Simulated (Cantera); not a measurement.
An isothermal, constant-pressure homogeneous reactor starts with H2 : O2 : N2 = 0.46 : 1 : 0.4 (molar parts), equivalence ratio 0.23, at 1450 K and 0.0133 bar.

Detailed kinetics in Cantera: the H2/O2 subset of GRI-Mech 3.0, which has no nitrogen chemistry. Radical loss at walls, strong at low pressure, is not modelled. The temperature is held fixed by assumption; the heat of reaction is taken as removed at once.

x: mole fraction; the columns are a selection and need not sum to one.

| t (s) | x H2 | x O2 | x O | x H | x HO2 | x OH |
|---|---|---|---|---|---|---|
| 6.00e-5 | 0.247 | 0.538 | 2.27e-7 | 5.50e-7 | … | 1.90e-7 |
| 0.000247 | 0.247 | 0.537 | 5.54e-5 | 0.000119 | … | 4.56e-5 |
| 0.00102 | 0.0181 | 0.398 | 0.0856 | 0.0859 | 3.69e-6 | 0.0203 |
| 0.00420 | 0.0170 | 0.405 | 0.0771 | 0.0743 | 3.85e-6 | 0.0198 |
| 0.0173 | 0.0122 | 0.429 | 0.0491 | 0.0388 | … | 0.0173 |
| 0.0714 | 0.00251 | 0.463 | 0.00904 | 0.00312 | … | 0.00814 |
| 0.294 | 0.000151 | 0.471 | 0.000535 | 4.50e-5 | … | 0.00202 |
| 1.21 | 1.47e-5 | 0.472 | 5.20e-5 | 1.36e-6 | 1.27e-7 | 0.000629 |
| 5.00 | 3.78e-6 | 0.472 | 1.34e-5 | 1.79e-7 | 1.36e-7 | 0.000320 |

Task: Fill in the missing entries.

Result: 
- 6.00e-5, x HO2: 3.62e-7
- 0.000247, x HO2: 1.49e-6
- 0.0173, x HO2: 4.26e-6
- 0.0714, x HO2: 3.17e-6
- 0.294, x HO2: 5.24e-7
